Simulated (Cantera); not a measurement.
**Stirred combustor or abatement burner**

A perfectly stirred reactor is fed with 4.89 % C2H6, 18.8 % O2, 70.9 % N2, 5.38 % H2O, equivalence ratio 0.91, at 3.90 bar; it is adiabatic with a 550 K inlet, and is followed from long to short residence time, starting on the burning branch (τ in s: 0.21, 0.065, 0.02, 0.0063, 0.002, 0.00061, 0.00019, 6e-05, 1.9e-05, 5.8e-06).

Computed with Cantera and GRI-Mech 3.0 (53 species, 325 reactions).

| τ (s) | T (K) | x C2H6 | x O2 | x H2O | x HCO | x CO | x OH | x NO |
|---|---|---|---|---|---|---|---|---|
| 0.21 | 2262 | 3.36e-8 | 0.0167 | 0.192 | 2.61e-9 | 0.00340 | 0.00337 | 0.00272 |
| 0.065 | 2262 | 1.07e-7 | 0.0172 | 0.192 | 7.59e-9 | 0.00357 | 0.00348 | 0.00178 |
| 0.020 | 2258 | 3.38e-7 | 0.0179 | 0.191 | 2.37e-8 | 0.00406 | 0.00371 | 0.000958 |
| 0.0063 | 2244 | 1.03e-6 | 0.0189 | 0.190 | 7.30e-8 | 0.00531 | 0.00418 | 0.000506 |
| 0.0020 | 2215 | 2.99e-6 | 0.0204 | 0.188 | 2.24e-7 | 0.00782 | 0.00503 | 0.000289 |
| 0.00061 | 2163 | 8.68e-6 | 0.0231 | 0.185 | 7.37e-7 | 0.0120 | 0.00615 | 0.000171 |
| 0.00019 | 2091 | 2.45e-5 | 0.0269 | 0.181 | 2.48e-6 | 0.0177 | 0.00710 | 0.000105 |
| 6.0e-5 | 1994 | 7.61e-5 | 0.0330 | 0.176 | 8.33e-6 | 0.0262 | 0.00715 | 5.91e-5 |
| 1.9e-5 | 550 | 0.0489 | 0.188 | 0.0538 | <1e-12 | <1e-12 | <1e-12 | <1e-12 |
| 5.8e-6 | 550 | 0.0489 | 0.188 | 0.0538 | <1e-12 | <1e-12 | <1e-12 | <1e-12 |
x: mole fraction; the columns are a selection and need not sum to one.
